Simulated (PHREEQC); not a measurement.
PHREEQC input (ion-association model, wateq4f.dat):

```
SOLUTION_MASTER_SPECIES
  An  An-  0  An  62.0  # stands for a non-complexing anion
SOLUTION_SPECIES
  An- = An-
    -log_k 0
    -gamma 3.0 0
PHASES
  Fix_H+
    H+ = H+
    -log_k 0
SOLUTION 1
  temp 25
  units mmol/kgw
  pH 7 charge
  As(5) 0.11
  Na 5.22
  An 5
END
SELECTED_OUTPUT 1
  -reset false
  -pH true
  -pe true
  -ionic_strength true
  -water true
  -totals As Na As(3) As(5)
  -molalities Hfo_wOH Hfo_wOH2+ Hfo_wO- Hfo_sOH Hfo_sOH2+ Hfo_sO- Hfo_wH2AsO4 Hfo_wHAsO4- Hfo_wOHAsO4-3
USER_PUNCH 1
  -headings sigma psi
  10 PUNCH EDL("sigma", "Hfo"), EDL("psi", "Hfo")
PRINT
  -reset false
USE solution 1
SURFACE 1
  Hfo_wOH 0.00206742 600 0.92
  Hfo_sOH 5.16854e-05
EQUILIBRIUM_PHASES 1
  Fix_H+ -3 HAn 10
    -force_equality true
  O2(g) -0.68 10
END
# ... the last block is repeated for the other 16 points of pH, with NaOH or the acid as the point needs
```

Selected output (columns that matter, 14 of 17 rows; pH added in front):

```
pH	mu	As	Na	m_Hfo_wOH	m_Hfo_wOH2+	m_Hfo_wO-	m_Hfo_sOH	m_Hfo_sOH2+	m_Hfo_sO-	m_Hfo_wH2AsO4	m_Hfo_wHAsO4-	m_Hfo_wOHAsO4-3	sigma	psi
3	0.0071148	3.1866e-11	0.00522	0.0002829	0.0016734	1.0957e-06	7.4701e-06	4.4186e-05	2.8931e-08	2.1074e-05	8.7454e-05	1.4715e-06	0.28399	0.20811
3.5	0.006216	2.0396e-11	0.00522	0.00055595	0.0013964	5.0706e-06	1.468e-05	3.6872e-05	1.3389e-07	9.4138e-06	9.2001e-05	8.5852e-06	0.22905	0.20054
4	0.005814	1.9337e-11	0.00522	0.00082806	0.0011153	1.4085e-05	2.1865e-05	2.9449e-05	3.719e-07	4.3754e-06	7.9744e-05	2.588e-05	0.17007	0.18697
5	0.0054533	3.0679e-11	0.00522	0.0011946	0.00071723	4.5582e-05	3.1543e-05	1.8938e-05	1.2036e-06	1.0123e-06	4.1389e-05	6.7598e-05	0.077824	0.14857
5.5	0.0053639	4.9941e-11	0.00522	0.0012932	0.00060041	6.381e-05	3.4147e-05	1.5854e-05	1.6849e-06	5.5478e-07	2.9332e-05	8.0113e-05	0.049137	0.1256
6	0.0053062	1.0046e-10	0.00522	0.0013539	0.00052329	8.0246e-05	3.5749e-05	1.3817e-05	2.1189e-06	3.4943e-07	2.2192e-05	8.7458e-05	0.029748	0.10073
6.5	0.0052692	2.6148e-10	0.00522	0.0013899	0.00047414	9.3343e-05	3.6701e-05	1.252e-05	2.4647e-06	2.517e-07	1.8112e-05	9.1636e-05	0.017102	0.074364
7.5	0.0052292	5.1039e-09	0.00522	0.0014255	0.00042152	0.00011043	3.7639e-05	1.113e-05	2.916e-06	1.7109e-07	1.4202e-05	9.5622e-05	0.0031877	0.018879
8	0.0052156	3.6076e-08	0.00522	0.0014365	0.00040396	0.00011702	3.7929e-05	1.0666e-05	3.0899e-06	1.4897e-07	1.3004e-05	9.6811e-05	-0.00156	-0.009408
8.5	0.005201	2.8367e-07	0.00522	0.0014481	0.00038473	0.00012487	3.8231e-05	1.0157e-05	3.2966e-06	1.2698e-07	1.1732e-05	9.7857e-05	-0.0067434	-0.037526
9	0.0051828	2.1169e-06	0.00522	0.0014649	0.00035696	0.00013771	3.8638e-05	9.4154e-06	3.6323e-06	9.8035e-08	9.8754e-06	9.791e-05	-0.013735	-0.064884
10	0.0053275	3.6364e-05	0.0053956	0.0015305	0.00023255	0.00023074	3.9675e-05	6.0286e-06	5.9817e-06	1.7197e-08	2.7781e-06	7.0841e-05	-0.037312	-0.11191
10.5	0.0057274	6.7713e-05	0.0058082	0.001525	0.00015383	0.00034633	3.892e-05	3.9259e-06	8.8391e-06	2.952e-09	7.1838e-07	4.1565e-05	-0.056434	-0.13096
11	0.0066875	9.2459e-05	0.0067941	0.0014382	9.1013e-05	0.00052064	3.6263e-05	2.2948e-06	1.3127e-05	3.0551e-10	1.1851e-07	1.7421e-05	-0.086154	-0.14856
```

The oxide is taken as insoluble; below pH 4 it would dissolve.
